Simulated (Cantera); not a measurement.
**Transport properties of process gases**

Gas mixture: N2 : CO2 : NO = 0.61 : 0.23 : 0.25 (molar parts), at 100000 Pa, frozen composition.

Cantera's kinetic-theory transport with the Lennard-Jones parameters of GRI-Mech 3.0, ideal gas; thermal conductivity in the mixture-averaged form. The composition is frozen, though it would react at the higher temperatures.

```json
[
 {"T (K)": "400", "ρ (kg/m³)": "0.958", "cp (J/kg/K)": "1005", "μ (µPa s)": "21.9", "λ (mW/m/K)": "31.0", "Pr": "0.710", "D (cm²/s) NH3": "0.359", "D (cm²/s) H": "1.97", "D (cm²/s) H2O": "0.370"},
 {"T (K)": "550", "ρ (kg/m³)": "0.696", "cp (J/kg/K)": "1052", "μ (µPa s)": "27.7", "λ (mW/m/K)": "41.0", "Pr": "0.710", "D (cm²/s) NH3": "0.650", "D (cm²/s) H": "3.44", "D (cm²/s) H2O": "0.677"},
 {"T (K)": "700", "ρ (kg/m³)": "0.547", "cp (J/kg/K)": "1098", "μ (µPa s)": "32.8", "λ (mW/m/K)": "50.6", "Pr": "0.712", "D (cm²/s) NH3": "1.00", "D (cm²/s) H": "5.21", "D (cm²/s) H2O": "1.05"},
 {"T (K)": "850", "ρ (kg/m³)": "0.451", "cp (J/kg/K)": "1143", "μ (µPa s)": "37.5", "λ (mW/m/K)": "59.9", "Pr": "0.715", "D (cm²/s) NH3": "1.42", "D (cm²/s) H": "7.24", "D (cm²/s) H2O": "1.49"},
 {"T (K)": "1000", "ρ (kg/m³)": "0.383", "cp (J/kg/K)": "1180", "μ (µPa s)": "41.8", "λ (mW/m/K)": "68.7", "Pr": "0.718", "D (cm²/s) NH3": "1.88", "D (cm²/s) H": "9.52", "D (cm²/s) H2O": "1.99"},
 {"T (K)": "1150", "ρ (kg/m³)": "0.333", "cp (J/kg/K)": "1208", "μ (µPa s)": "45.9", "λ (mW/m/K)": "77.2", "Pr": "0.718", "D (cm²/s) NH3": "2.40", "D (cm²/s) H": "12.0", "D (cm²/s) H2O": "2.54"}
]
```
D: mixture-averaged diffusion coefficient of that species in the mixture.
